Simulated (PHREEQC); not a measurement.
A column of 0.1 m (40 cells, dispersivity 0.005 m, 3600 s a shift, diffusion coefficient 3e-10 m²/s) holds 0.044 eq of the database's cation exchanger X per kg of pore water, first in equilibrium with 0.019 mol/kgw SrCl2 and 1e-05 mol/kgw HCl. It is flushed with 28 mmol/kgw KCl and 0.01 mmol/kgw HCl, at 40 °C. Values are for the last cell. CO2 from the air is kept out. No solid was allowed to form.

Model: ion-association model, phreeqc.dat, run in PHREEQC.

```
pore volumes  K in solution (mol/kgw)  Sr in solution (mol/kgw)  Cl in solution (mol/kgw)  KX on the exchanger (mol/kgw)
------------  -----------------------  ------------------------  ------------------------  -----------------------------
0                                   0                    0.0190                    0.0380                              0
0.4125                        8.62e-7                    0.0190                    0.0380                        4.22e-7
0.8125                       0.000914                    0.0170                    0.0349                       0.000471
1.212                         0.00569                    0.0123                    0.0303                        0.00333
1.812                          0.0140                   0.00712                    0.0282                        0.00985
2.212                          0.0177                   0.00517                    0.0280                         0.0138
2.612                          0.0202                   0.00392                    0.0280                         0.0170
3.013                          0.0219                   0.00307                    0.0280                         0.0197
3.413                          0.0230                   0.00249                    0.0280                         0.0220
3.812                          0.0239                   0.00206                    0.0280                         0.0240
4.213                          0.0245                   0.00173                    0.0280                         0.0257
4.812                          0.0252                   0.00138                    0.0280                         0.0278
5.213                          0.0256                   0.00120                    0.0280                         0.0291
5.612                          0.0259                   0.00105                    0.0280                         0.0302
6.013                          0.0261                  0.000929                    0.0280                         0.0312
```

Away from 25 °C the constants follow the database's enthalpies or fits; those with neither stay at their 25 °C values.
